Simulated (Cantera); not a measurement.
A perfectly stirred reactor is fed with CH4 : O2 : N2 = 1 : 4.35 : 16.3 (molar parts), equivalence ratio 0.46, at 4.93 atm; it is adiabatic with a 623 K inlet, and is followed from long to short residence time, starting on the burning branch (τ in s: 0.058, 0.029, 0.014, 0.0072, 0.0036, 0.0018, 0.00089, 0.00044, 0.00022, 0.00011, 5.5e-05, 2.7e-05, 1.4e-05).

Model: GRI-Mech 3.0 (53 species, 325 reactions), integrated in Cantera.

Question: What does this change do: O2 4.35 to 6.3 parts?

Answer: 
```csv
quantity,before,after
"blow-out, bracketed by the residence times tried","burning at 0.440 ms, out at 0.220 ms","burning at 1.80 ms, out at 0.890 ms"
x(CH4) at τ = 58.0 ms,1.40e-5,2.06e-5
x(O2) at τ = 58.0 ms,0.109,0.182
x(C2H) at τ = 58.0 ms,<1e-12,<1e-12
x(CH3) at τ = 58.0 ms,2.33e-6,2.67e-6
x(CH2) at τ = 58.0 ms,8.90e-9,3.90e-9
x(CH4) at τ = 0.890 ms,0.000297,0.0424
x(O2) at τ = 0.890 ms,0.111,0.267
x(C2H) at τ = 0.890 ms,4.21e-11,<1e-12
x(CH3) at τ = 0.890 ms,3.92e-5,<1e-12
x(CH2) at τ = 0.890 ms,3.66e-7,<1e-12
```

Question: What does this change do: O2 4.35 to 2.7 parts?

Answer: 
```csv
quantity,before,after
"blow-out, bracketed by the residence times tried","burning at 0.440 ms, out at 0.220 ms","burning at 0.220 ms, out at 0.110 ms"
x(CH4) at τ = 58.0 ms,1.40e-5,1.06e-5
x(O2) at τ = 58.0 ms,0.109,0.0350
x(C2H) at τ = 58.0 ms,<1e-12,3.17e-12
x(CH3) at τ = 58.0 ms,2.33e-6,2.32e-6
x(CH2) at τ = 58.0 ms,8.90e-9,3.25e-8
x(CH4) at τ = 0.890 ms,0.000297,0.000191
x(O2) at τ = 0.890 ms,0.111,0.0371
x(C2H) at τ = 0.890 ms,4.21e-11,1.59e-10
x(CH3) at τ = 0.890 ms,3.92e-5,3.33e-5
x(CH2) at τ = 0.890 ms,3.66e-7,1.14e-6
```
